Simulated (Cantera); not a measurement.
A closed system holds: 1 mol SiCl4, 0.57 mol Cl2, 2.3 mol H2, equilibrated at 6.20 bar.

Equilibrium computed with Cantera from the NASA thermochemical tables; the gas is ideal and each condensed phase is pure. Candidate condensed phases: Si; 19 gas species. The tables' values for SiCl3 are old estimates; treat these amounts as uncertain. Equilibrium is a limit: real reactors are often held back by kinetics, nucleation or transport.

x: gas mole fraction; nothing condenses.

| T (K) | x H2 | x HCl | x SiCl4 | x SiHCl3 | x SiCl3 | x SiCl2 | x SiH2Cl2 |
|---|---|---|---|---|---|---|---|
| 573 | 0.447 | 0.295 | 0.258 | 5.53e-6 | 3.82e-12 | <1e-12 | 5.43e-12 |
| 673 | 0.447 | 0.295 | 0.258 | [?] | 9.77e-10 | <1e-12 | [?] |
| 773 | 0.447 | 0.295 | 0.258 | [?] | 5.83e-8 | [?] | [?] |
| 873 | 0.446 | 0.295 | 0.258 | 0.000833 | 1.34e-6 | 4.08e-10 | 2.46e-7 |
| 973 | 0.445 | 0.297 | 0.256 | 0.00216 | 1.58e-5 | 2.80e-8 | 1.90e-6 |
| 1073 | 0.442 | 0.299 | 0.254 | 0.00459 | 0.000116 | 8.43e-7 | 9.71e-6 |
| 1173 | 0.438 | 0.304 | 0.249 | 0.00839 | 0.000587 | 1.36e-5 | 3.61e-5 |
| 1273 | 0.432 | 0.310 | 0.242 | 0.0135 | 0.00223 | 0.000134 | 0.000104 |
| 1373 | 0.421 | 0.321 | 0.230 | 0.0191 | 0.00662 | 0.000881 | 0.000235 |

Q: Some entries are withheld; supply them.

A: 
- 673, x SiHCl3: 4.95e-5
- 673, x SiH2Cl2: 5.85e-10
- 773, x SiHCl3: 0.000246
- 773, x SiCl2: 1.91e-12
- 773, x SiH2Cl2: 1.80e-8
